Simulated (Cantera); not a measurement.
A jet of 1.61 % CH₄, 19.1 % O₂, 79.3 % N₂, equivalence ratio 0.17 at 300 K and 27.8 Torr hits a platinum plate 4.5 cm away at a mass flux of 0.057 kg/m²/s; the plate temperature is set and raised in steps from an oxygen-covered start.

Model: Deutschmann's 1995 Pt surface mechanism with GRI-Mech 3.0 gas chemistry, integrated in Cantera. Catalytic surfaces can have several steady states; this one follows from the mechanism file's or the stated starting coverage.

One state of this run: wall x CH₄ = 0.00664; wall x O₂ = 0.171; wall x H₂O = 0.0174; wall x OH = 1.31e-6; wall x CO = 8.62e-6; wall x CO₂ = 0.0115; θ free Pt = 0.493; θ O* = 0.507. x: mole fraction at the wall; θ: surface coverage.

Problem. Which value of plate T (K) does it belong to?
A) 1050
B) 900
C) 1100
D) 1000

Solution. C, 1100
